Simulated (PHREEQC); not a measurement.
Polishing slurry liquid

Solution (20 °C): 3.55 mmol/kgw K2CO3 and 5 mmol/kgw Fe(NO3)3. Closed to the air; pH follows from the charge balance.

The numbers come from PHREEQC with the ion-association model, wateq4f.dat.

Precipitation was switched off in this run.

**Question.** What pH, ionic strength does the model give?

**Answer.** pH 3.88; ionic strength 0.0220 mol/kgw.

**Question.** In which forms is Fe present?

**Answer.** Fe(OH)2+ 38 %, FeOH+2 28 %, Fe3(OH)4+5 25 %, Fe2(OH)2+4 8.3 %, Fe+3 1.3 % of the Fe.

The solution is supersaturated, for example in Fe(OH)3(a), Hematite (slow to form), so a real one may precipitate; this is no full list. Complexes and solids missing from the database can't appear.
